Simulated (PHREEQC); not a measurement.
Solution (25 °C): 150 mmol/kgw NaBF4, 0.35 mmol/kgw NH4HF2, 0.59 mmol/kgw (NH4)2SiF6 and 1.8 mmol/kgw H2SO4. It is in equilibrium with CO2 at log p = -1 (atm). Otherwise closed; pH follows from the charge balance.

Equilibrium calculation in PHREEQC: ion-association model, phreeqc.dat.

Question: The ionic strength comes out as 0.158 mol/kgw. What activity coefficients do SiF6-2, BF2(OH)2-, BF3OH-, HSO4-, BF4- get?

Answer: SiF6-2 0.32, BF2(OH)2- 0.76, BF3OH- 0.76, HSO4- 0.76, BF4- 0.76.

No solid was allowed to form. SiF6-2 is the database's only silicon fluoride. Real BF4- forms and hydrolyses slowly; the run takes it at equilibrium.
